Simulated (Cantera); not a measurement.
Input: 1 mol Ta(OEt)₅, 0.75 mol H₂O, 26 mol H₂, at 1798 K and 1.70 mbar.

Cantera equilibrium calculation (NASA polynomials, part measured and part estimated; ideal gas, pure solids and liquids). Candidate condensed phases: C, C₆H₆, C₇H₈, C₈H₁₈, H₂O, Ta, TaC, Ta₂O₅; 113 gas species. The feed counts by its element totals alone. TaC: taken at fixed stoichiometry. Condensed phases not in the tables: Ta₂C. Equilibrium is a limit: real reactors are often held back by kinetics, nucleation or transport.

Base state: H₂ 0.865, CO 0.127, H 0.00794, C₂H₂ (acetylene) 0.000149 (mole fractions); condensed: C(graphite) + TaC(s).

What changes in the equilibrium state with this change: pressure from 1.70 mbar to 2.90 mbar?


```
species             before     after
----------------  --------  --------
H₂                   0.865     0.866
CO                   0.127     0.127
H                  0.00794   0.00609
C₂H₂ (acetylene)  0.000149  0.000149
C(graphite), mol      3.24      3.24
TaC(s), mol           1.00      1.00
```
